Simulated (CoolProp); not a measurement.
Vapour-liquid equilibrium of R22 (1) + C3F8 (R218) (2) at 231.5 K; x and y are mole fractions of (1).

Model: multi-fluid Helmholtz-energy mixture model, Kamei 1995 and Lemmon 2006; pair parameters Bell 2016, in CoolProp.

**Question.** Give the bubble pressure and the first vapour's composition at x = 0.05, 0.15, 0.25. Is there an azeotrope?

**Answer.** x = 0.05: 0.9235 bar, y = 0.161; x = 0.15: 1.097 bar, y = 0.351; x = 0.25: 1.206 bar, y = 0.455. y crosses x between x = 0.55 and 0.65: the model has an azeotrope there.

The pair parameters rest on a limited set of measurements; away from them the model extrapolates.
